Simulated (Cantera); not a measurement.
A Cantera script and what it prints.

```python
import numpy as np
import cantera as ct

gas_names = """
    O O2 O3 S SO SO2 SO3 S2 S2O S8
""".split()
cond_names = """
    S(cr1) S(cr2) S(L)
""".split()


# ... load() reads the species with a 1 bar reference pressure and builds the phases ...
atoms = {
    'SO2': {'S': 1, 'O': 2},
}
top_T = {}  # K; cautious upper limits of use, not melting points


# ... equilibrate(T, P, feed) seeds the gas with the atoms and calls Mixture.equilibrate('TP', solver="vcs", rtol=1e-11, max_steps=5000) ...
results = []
feed = {'SO2': 1}  # mol
P = 26  # Pa
for T in [2325, 2375, 2425, 2475, 2525, 2575, 2625]:
    mix = equilibrate(T, P, feed)
    results.append((T, P, feed, dict(zip(mix.species_names, mix.species_moles))))

top = {s: max(r[3][s] / sum(r[3][g] for g in gas_names) for r in results) for s in gas_names}
cols = sorted((s for s in top if top[s] > 0.0001), key=lambda s: -top[s])[:6]
seen = [c for c in cond_names if any(r[3].get(c, 0) > 1e-12 for r in results)]
print("log10 of partial pressures in bar; condensed amounts in mol")
print(f"{'T/K':>10s}" + "".join(f"{s[:9]:>10s}" for s in cols + seen))
for T, P, feed, n in results:
    ng = sum(n[g] for g in gas_names)
    print(f"{T:10.4g}" + "".join(f"{np.log10(max(n[s] / ng * P / 1e5, 1e-99)):10.3f}" for s in cols)
          + "".join(f"{n.get(c, 0):10.4g}" for c in seen))
```

Result:

```
log10 of partial pressures in bar; condensed amounts in mol
       T/K       SO2         O        SO         S        O2        S2
      2325    -3.835    -4.569    -4.235    -5.198    -4.655    -6.993
      2375    -3.907    -4.431    -4.182    -5.030    -4.621    -6.864
      2425    -3.998    -4.307    -4.144    -4.875    -4.604    -6.751
      2475    -4.109    -4.196    -4.124    -4.732    -4.607    -6.656
      2525    -4.246    -4.101    -4.123    -4.604    -4.630    -6.581
      2575    -4.410    -4.020    -4.144    -4.490    -4.675    -6.530
      2625    -4.603    -3.955    -4.187    -4.393    -4.741    -6.503
```

Equilibrium computed with Cantera from the NASA thermochemical tables; the gas is ideal and each condensed phase is pure.
